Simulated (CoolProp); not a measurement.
Saturation properties of R143a (Tc = 72.7 °C, pc = 3762 kPa, ω = 0.261).

The numbers come from the reference Helmholtz-energy equation of state, Lemmon and Jacobsen 2000 in CoolProp.

```tsv
T (°C)	p (kPa)	vapour density (kg/m³)	enthalpy of vaporisation (kJ/kg)	liquid cp (kJ/(kg K))	vapour viscosity (µPa s)
-7.05	494.5	21.79	194.6	1.462	9.94
2.75	674.4	29.75	185.0	…	10.4
12.45	897.0	39.93	174.6	1.568	10.8
22.15	…	53.08	163.0	1.642	11.4
31.85	1502	70.26	149.9	1.744	12.1
41.55	1900	93.17	…	1.897	13.1
51.25	2373	125.1	115.9	2.164	14.4
60.95	2934	174.3	…	…	16.7
```

Q: Some entries are withheld; supply them.

A: 
- 2.75, liquid cp (kJ/(kg K)): 1.509
- 22.15, p (kPa): 1171
- 41.55, enthalpy of vaporisation (kJ/kg): 134.5
- 60.95, enthalpy of vaporisation (kJ/kg): 91.32
- 60.95, liquid cp (kJ/(kg K)): 2.821

It boils at -47.2 °C under 1 atm.

Viscosity comes from a separate model (Klein 1997), an estimate that may be off by 10 % or more.
